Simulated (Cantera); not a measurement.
NO annealing gas

A perfectly stirred reactor is fed with NO : N2 = 1 : 2.9 (molar parts), at 1.01 bar; it is held at 1925 K, and followed from long to short residence time.

Detailed kinetics in Cantera: GRI-Mech 3.0 (53 species, 325 reactions).

```tsv
τ (s)	x NO	x NO2	x O2	x O	x N2O	x N2
0.93	0.188	0.000154	0.0341	7.13e-5	1.58e-5	0.778
0.41	0.220	0.000137	0.0181	5.46e-5	2.18e-5	0.762
0.19	0.238	0.000113	0.00902	4.22e-5	2.57e-5	0.753
0.083	0.248	9.23e-5	0.00403	3.34e-5	2.79e-5	0.748
0.037	0.253	7.89e-5	0.00178	2.83e-5	2.87e-5	0.745
0.017	0.255	7.08e-5	0.000785	2.54e-5	2.86e-5	0.744
0.0075	0.256	6.40e-5	0.000315	2.31e-5	2.75e-5	0.744
0.0034	0.256	5.57e-5	0.000116	2.03e-5	2.51e-5	0.744
0.0015	0.256	4.23e-5	3.26e-5	1.59e-5	2.08e-5	0.744
0.00067	0.256	2.50e-5	6.22e-6	1.00e-5	1.50e-5	0.744
```
x: mole fraction; the columns are a selection and need not sum to one.
